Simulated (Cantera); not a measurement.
A closed system holds: 1 mol Si, 1.8 mol Cl2, 62 mol H2, equilibrated at 402 °C and 7.50 Torr.

These are equilibrium values from Cantera (NASA tables, ideal gas, pure condensed phases), not measurements of a reactor. Candidate condensed phases: Si; 19 gas species. Equilibrium is a limit: real reactors are often held back by kinetics, nucleation or transport.

Base state: H2 0.984, SiCl4 0.0111, SiHCl3 0.00405, HCl 0.000355, SiH2Cl2 9.12e-5 (mole fractions); condensed: Si(s).

### Question
What changes in the equilibrium state with this change: temperature from 402 °C to 1327 °C?

### Answer
```csv
species,before,after
H2,0.984,0.950
HCl,0.000355,0.0429
SiCl2,8.22e-8,0.00668
SiCl4,0.0111,5.93e-7
H,<1e-9,0.000530
Cl,<1e-9,1.89e-5
SiCl,<1e-9,1.41e-5
"Si(s), mol",0.0390,0.569
```
The tables' values for SiCl3, SiCl are old estimates; treat these amounts as uncertain.
